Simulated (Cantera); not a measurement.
An adiabatic, constant-pressure homogeneous reactor starts with 41.3 % CO, 1.32 % H₂, 11.2 % O₂, 42.1 % N₂, 4.13 % H₂O, equivalence ratio 1.9, at 1650 K and 101000 Pa.

Model: GRI-Mech 3.0 (53 species, 325 reactions), integrated in Cantera.

x: mole fraction; the columns are a selection and need not sum to one.

| t (s) | T (K) | x CO | x H₂ | x O₂ | x OH | x H₂O | x NO |
|---|---|---|---|---|---|---|---|
| 2.00e-6 | 1650 | 0.413 | 0.0132 | 0.112 | 2.61e-7 | 0.0413 | <1e-12 |
| 7.52e-6 | 1650 | 0.413 | 0.0132 | 0.112 | ___ | 0.0413 | 1.42e-12 |
| 2.83e-5 | 1711 | 0.378 | 0.00423 | 0.0837 | 0.00489 | 0.0412 | 4.94e-7 |
| 0.000106 | ___ | 0.281 | ___ | ___ | 0.0124 | ___ | ___ |
| 0.000399 | 2702 | 0.263 | 0.00827 | 0.0209 | 0.0131 | 0.0383 | 0.000958 |
| 0.00150 | 2819 | 0.256 | 0.00788 | 0.0154 | 0.0117 | 0.0416 | 0.00494 |
| 0.00565 | 2814 | 0.256 | 0.00795 | 0.0146 | 0.0114 | 0.0417 | 0.00748 |
| 0.0212 | 2814 | 0.256 | 0.00795 | 0.0146 | 0.0114 | 0.0417 | 0.00752 |
| 0.0798 | 2814 | 0.256 | 0.00795 | 0.0146 | 0.0114 | 0.0417 | 0.00752 |
| 0.300 | 2814 | 0.256 | 0.00795 | 0.0146 | 0.0114 | 0.0417 | 0.00752 |

Question: What belongs in the gaps?

Answer: 
- 7.52e-6, x OH: 5.84e-6
- 0.000106, T (K): 2258
- 0.000106, x H₂: 0.00933
- 0.000106, x O₂: 0.0315
- 0.000106, x H₂O: 0.0269
- 0.000106, x NO: 9.41e-5
